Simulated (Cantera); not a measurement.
Input: 1 mol MgO, 4.9 mol HCl, 7.9 mol O2, held at 2.90 Pa.

Method: chemical equilibrium by Gibbs-energy minimisation in Cantera with the NASA 1993 tables (ideal gas, pure condensed phases). Candidate condensed phases: H2O, Mg, MgCl2, MgO, Mg(OH)2; 22 gas species. Rates play no part. All values below are at 1275 °C.

Base state: O2 0.562, HCl 0.226, Cl 0.132, H2O 0.0707, MgCl2 0.00576, OH 0.00172, O 0.00106, Cl2 7.87e-5 (mole fractions); condensed: MgO(s).

Question: What changes in the equilibrium state with this change: MgO replaced by Fe2O3?

Answer: 
```
species         before    after
-------------  -------  -------
O2               0.562    0.586
HCl              0.226    0.180
Cl               0.132   0.0931
FeCl2                0   0.0461
H2O             0.0707   0.0916
MgCl2          0.00576        0
FeO                  0  1.08e-5
Cl2            7.87e-5  3.94e-5
MgO(s), mol      0.924        0
Fe3O4(s), mol        0    0.461
```
Further candidate phases: Fe, FeCl2, FeCl3, FeO, Fe(OH)2, Fe(OH)3, Fe2O3, Fe3O4.
